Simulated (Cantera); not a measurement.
Feed: 1 mol CHF₃, 1.8 mol H₂, held at 3.50 mbar.

Method: chemical equilibrium by Gibbs-energy minimisation in Cantera with the NASA 1993 tables (ideal gas, pure condensed phases). Candidate condensed phases: C, C₆H₆, C₇H₈, C₈H₁₈; 95 gas species. Rates play no part.

x: gas mole fraction; n: condensed amount in mol.

```
T (K)   x HF       x H    x H₂       x F      x C₃       x C  n C(graphite)
-----  -----  --------  ------  --------  --------  --------  -------------
898    0.790  8.49e-10   0.210    <1e-12    <1e-12    <1e-12          1.000
1098   0.789   1.92e-7   0.211    <1e-12    <1e-12    <1e-12          1.000
1298   0.789       ___   0.211       ___    <1e-12    <1e-12          1.000
1498   0.789  0.000133   0.210   1.35e-8    <1e-12    <1e-12          1.000
1698   0.789   0.00112   0.210   4.08e-7  1.20e-12  4.05e-12          1.000
1898   0.787   0.00601   0.207   6.08e-6  5.59e-10  8.58e-10          0.999
2098   0.780    0.0230   0.196   5.50e-5   7.89e-8   6.51e-8          0.998
2298   0.763    0.0667   0.170  0.000354   4.60e-6   2.31e-6          0.994
2498   0.729     0.147   0.121   0.00183  0.000138   4.63e-5          0.986
2698   0.678     0.243  0.0647   0.00856   0.00245  0.000591          0.942
2898     ___       ___     ___       ___       ___       ___            ___
3098   0.424     0.377  0.0111     0.106    0.0429    0.0200              0
```

**Question.** Fill in the missing entries.

**Answer.** 
- 1298, x H: 8.31e-6
- 1298, x F: 1.59e-10
- 2898, x HF: 0.582
- 2898, x H: 0.313
- 2898, x H₂: 0.0262
- 2898, x F: 0.0354
- 2898, x C₃: 0.0289
- 2898, x C: 0.00530
- 2898, n C(graphite): 0.468
